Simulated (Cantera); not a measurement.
Cantera with NASA thermochemical tables; ideal gases at 1 bar, condensed phases pure. Values are per mole of reaction as written; species without (g) are pure solids or liquids, kept so even where they would boil at 1 bar.

2 SF6(g) + S ⇌ 3 SF4(g)

```
T (K)    ΔH° (kJ)   ΔS° (J/K)    ΔG° (kJ)     log10 K  condensed phases
-----  ----------  ----------  ----------  ----------  ----------------
300         151.5       283.9        66.3      -11.55              S(s)
373         151.9       285.3        45.5       -6.37              S(s)
448         149.8       280.0        24.4       -2.84              S(l)
523    (withheld)  (withheld)  (withheld)  (withheld)              S(l)
598    (withheld)  (withheld)  (withheld)  (withheld)              S(l)
673         146.3       273.6       -37.9        2.94              S(l)
748         145.2       272.1       -58.3        4.07              S(l)
823         144.1       270.7       -78.7        4.99              S(l)
898         142.7       269.1       -98.9        5.75              S(l)
973    (withheld)  (withheld)  (withheld)  (withheld)              S(l)
1048        139.7       266.0      -139.0        6.93              S(l)
```

Some entries are withheld; supply them.


- 523, ΔH° (kJ): 148.6
- 523, ΔS° (J/K): 277.6
- 523, ΔG° (kJ): 3.5
- 523, log10 K: -0.35
- 598, ΔH° (kJ): 147.4
- 598, ΔS° (J/K): 275.3
- 598, ΔG° (kJ): -17.3
- 598, log10 K: 1.51
- 973, ΔH° (kJ): 141.2
- 973, ΔS° (J/K): 267.4
- 973, ΔG° (kJ): -119.0
- 973, log10 K: 6.39
